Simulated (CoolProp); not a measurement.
Computed with CoolProp (reference Helmholtz-energy equation of state, Fiedler 2023).

For tetrahydrofuran, give the phase and the Z, cv (kJ/(kg K)), speed of sound (m/s), fugacity coefficient at 477.1 K and 265 bar.


- 477.1 K and 265 bar: liquid; Z 0.668, cv 1.82, speed of sound 786, fugacity coefficient 0.123
